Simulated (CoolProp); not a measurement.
Computed with CoolProp (reference Helmholtz-energy equation of state, Gao 2022).

**Question.** For n-perfluorobutane, give the phase and the cv (kJ/(kg K)), Joule-Thomson coefficient (K/MPa) at 176.85 °C and 7.98 bar.

**Answer.** 
- 176.85 °C and 7.98 bar: gas; cv 0.950, Joule-Thomson coefficient 5.43
